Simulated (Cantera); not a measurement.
A perfectly stirred reactor is fed with C2H6 : N2 = 1 : 190 (molar parts), at 0.700 bar; it is held at 1950 K, and followed from long to short residence time.

Detailed kinetics in Cantera: GRI-Mech 3.0 (53 species, 325 reactions). GRI-Mech 3.0 stops at C3 and has no aromatics, soot or wall deposition, so with more carbon than oxygen in the feed, carbon stays in small species such as C2H2 where larger ones or solid carbon would form.

Question: What does this change do: temperature 1950 to 1300 K?

Answer: 
```csv
quantity,before,after
x(C2H6) at τ = 8.60 s,5.84e-9,2.12e-5
x(CH4) at τ = 8.60 s,2.37e-5,0.00144
x(HCN) at τ = 8.60 s,0.00285,3.56e-9
x(CH3) at τ = 8.60 s,6.46e-6,2.57e-6
x(C2H4) at τ = 8.60 s,2.83e-7,0.000192
x(C2H6) at τ = 0.150 s,3.38e-7,0.000283
x(CH4) at τ = 0.150 s,0.000176,0.000816
x(HCN) at τ = 0.150 s,0.000894,5.85e-9
x(CH3) at τ = 0.150 s,5.47e-5,8.35e-6
x(C2H4) at τ = 0.150 s,3.16e-6,0.00127
```

Question: What does this change do: pressure from 0.700 bar to 0.0133 bar?

Answer: 
```tsv
quantity	before	after
x(C2H6) at τ = 8.60 s	5.84e-9	7.71e-8
x(CH4) at τ = 8.60 s	2.37e-5	3.65e-5
x(HCN) at τ = 8.60 s	0.00285	0.00313
x(CH3) at τ = 8.60 s	6.46e-6	2.95e-5
x(C2H4) at τ = 8.60 s	2.83e-7	5.38e-7
x(C2H6) at τ = 0.150 s	3.38e-7	4.39e-6
x(CH4) at τ = 0.150 s	0.000176	0.000326
x(HCN) at τ = 0.150 s	0.000894	0.000510
x(CH3) at τ = 0.150 s	5.47e-5	0.000320
x(C2H4) at τ = 0.150 s	3.16e-6	4.15e-5
```
Radical loss at walls, strong at low pressure, is not modelled.
